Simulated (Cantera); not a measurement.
Mixture: 4.76 % CH4, 0.953 % H2, 19.2 % O2, 72.4 % N2, 2.62 % CO2, equivalence ratio 0.52, at 1000000 Pa, adiabatic and at constant pressure. Ignition delay is the time to a rise of 400 K.

Cantera simulation using GRI-Mech 3.0 (53 species, 325 reactions); the numbers are that mechanism's predictions, not measurements. Below about 1000 K GRI-Mech 3.0 lacks low-temperature oxidation paths. Below about 950 K walls govern HO2 and H2O2 in real vessels.

### Question
Predict: delay at 850 K; delay at 925 K; delay at 1000 K; delay at 1075 K; delay at 1150 K; delay at 1225 K; apparent activation energy between 1075 and 1225 K.

### Answer
```json
{
 "delay at 850 K": "1.06 s",
 "delay at 925 K": "0.127 s",
 "delay at 1000 K": "21.3 ms",
 "delay at 1075 K": "4.83 ms",
 "delay at 1150 K": "1.56 ms",
 "delay at 1225 K": "0.674 ms",
 "apparent activation energy between 1075 and 1225 K": "140 kJ/mol"
}
```
